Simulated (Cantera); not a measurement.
An isothermal, constant-pressure homogeneous reactor starts with 38.7 % NO, 58.0 % N2, 3.33 % H2O, at 1800 K and 48.8 Torr.

Cantera simulation using GRI-Mech 3.0 (53 species, 325 reactions); the numbers are that mechanism's predictions, not measurements.

x: mole fraction; the columns are a selection and need not sum to one.

| t (s) | x NO | x O2 | x N2O | x NO2 | x O | x N2 |
|---|---|---|---|---|---|---|
| 3.00e-5 | 0.387 | 1.26e-11 | 6.74e-8 | 2.66e-10 | ? | 0.580 |
| 0.000147 | 0.387 | 2.64e-10 | 3.30e-7 | 6.16e-9 | ? | 0.580 |
| 0.000721 | 0.387 | 4.71e-9 | 1.60e-6 | 1.37e-7 | ? | 0.580 |
| 0.00353 | 0.387 | 1.14e-7 | 7.37e-6 | 2.80e-6 | ? | 0.580 |
| 0.0173 | 0.387 | 2.30e-5 | 2.68e-5 | 2.47e-5 | ? | 0.580 |
| 0.0849 | 0.386 | 0.000339 | 3.47e-5 | 1.13e-5 | ? | 0.580 |
| 0.416 | 0.384 | 0.00130 | 3.44e-5 | 1.83e-5 | ? | 0.581 |
| 2.04 | 0.374 | 0.00607 | 3.59e-5 | 3.90e-5 | ? | 0.586 |
| 10.0 | 0.329 | 0.0286 | 2.89e-5 | 7.59e-5 | ? | 0.609 |

Complete the blanks.


- 3.00e-5, x O: 6.24e-8
- 0.000147, x O: 2.29e-7
- 0.000721, x O: 4.24e-7
- 0.00353, x O: 7.02e-7
- 0.0173, x O: 6.98e-6
- 0.0849, x O: 1.21e-5
- 0.416, x O: 2.16e-5
- 2.04, x O: 4.19e-5
- 10.0, x O: 8.54e-5
